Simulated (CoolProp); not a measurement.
The numbers come from the reference Helmholtz-energy equation of state, Platzer 1990 in CoolProp. This equation is an older, rougher fit.

Q: For c-C4F8 (RC318), give the phase and the density (kg/m³), cv (kJ/(kg K)), speed of sound (m/s), expansivity (1/kK) at 179.25 °C and 0.766 MPa; 191.15 °C and 0.766 MPa.

A: 
- 179.25 °C and 0.766 MPa: gas; density 43.1, cv 0.951, speed of sound 133, expansivity 2.71
- 191.15 °C and 0.766 MPa: gas; density 41.7, cv 0.963, speed of sound 136, expansivity 2.60
